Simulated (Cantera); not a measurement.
Input: 1 mol Si, 1.8 mol Cl2, 62 mol H2, held at 675 K and 10.0 mbar.

Cantera equilibrium calculation (NASA polynomials, part measured and part estimated; ideal gas, pure solids and liquids). Candidate condensed phases: Si; 19 gas species. The numbers say what is thermodynamically allowed, not how fast it happens.

Base state: H2 0.984, SiCl4 0.0111, SiHCl3 0.00405, HCl 0.000355, SiH2Cl2 9.12e-5 (mole fractions); condensed: Si(s).

Task: What changes in the equilibrium state with this change: temperature from 675 K to 1175 K?

Result: 
```
species       before     after
----------  --------  --------
H2             0.984     0.953
HCl         0.000355    0.0411
SiCl2        8.22e-8   0.00404
SiCl4         0.0111  0.000956
SiCl3        1.42e-6  0.000629
SiHCl3       0.00405  0.000523
SiH2Cl2      9.12e-5   3.66e-5
Si(s), mol    0.0390     0.606
```
The tables' values for SiCl3 are old estimates; treat these amounts as uncertain.
